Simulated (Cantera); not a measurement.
An adiabatic, constant-volume homogeneous reactor starts with CH4 : O2 : N2 = 1 : 0.952 : 3.58 (molar parts), equivalence ratio 2.1, at 1448 K and 750 Torr. Integrator tolerance rtol = 1e-08.

Detailed kinetics in Cantera: GRI-Mech 3.0 (53 species, 325 reactions).

Question: What does this change do: constant pressure in place of constant volume?

Answer: 
```json
[
 {"quantity": "time of steepest temperature rise", "before": "2.69 ms", "after": "2.93 ms"},
 {"quantity": "temperature at 0.900 s", "before": "2672 K", "after": "2417 K"},
 {"quantity": "equilibrium temperature", "before": "2672 K", "after": "2417 K"},
 {"quantity": "x(CH4) at 0.900 s", "before": "4.90e-11 (gas-phase equilibrium 5.50e-11)", "after": "2.91e-11 (gas-phase equilibrium 3.27e-11)"},
 {"quantity": "x(O2) at 0.900 s", "before": "3.62e-5 (gas-phase equilibrium 3.62e-5)", "after": "7.09e-6 (gas-phase equilibrium 7.09e-6)"},
 {"quantity": "x(H2O) at 0.900 s", "before": "0.119 (gas-phase equilibrium 0.119)", "after": "0.120 (gas-phase equilibrium 0.120)"},
 {"quantity": "x(NO) at 0.900 s", "before": "0.000333 (gas-phase equilibrium 0.000333)", "after": "9.55e-5 (gas-phase equilibrium 9.55e-5)"},
 {"quantity": "x(CH2O) at 0.900 s", "before": "2.11e-8 (gas-phase equilibrium 2.11e-8)", "after": "9.70e-9 (gas-phase equilibrium 9.70e-9)"}
]
```
